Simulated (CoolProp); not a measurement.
A single-stage vapour-compression cycle with R236FA: evaporating at 232.15 K (dew point), condensing at 283.15 K (bubble point), superheat 5 K, subcooling 2 K, compressor efficiency 0.9, no pressure losses. Each further row changes one setting.

Computed with CoolProp (reference Helmholtz-energy equation of state, Pan 2012).

```tsv
case	cooling COP	pressure ratio	discharge temperature (K)	refrigerating effect (kJ/kg)	volumetric capacity (kJ/m³)
as stated	?	11.6	290.4	124	133
evaporating temperature 237.15 K	3.83	8.60	289.3	128	?
condensing temperature 278.15 K	3.77	9.56	?	130	140
subcooling 7 K	3.45	11.6	290.4	130	140
superheat 15 K	3.34	11.6	300.9	132	135
compressor efficiency 0.8	2.93	11.6	295.9	124	133
```

**Question.** Complete the blanks.

**Answer.** 
- as stated, cooling COP: 3.30
- evaporating temperature 237.15 K, volumetric capacity (kJ/m³): 181
- condensing temperature 278.15 K, discharge temperature (K): 285.8
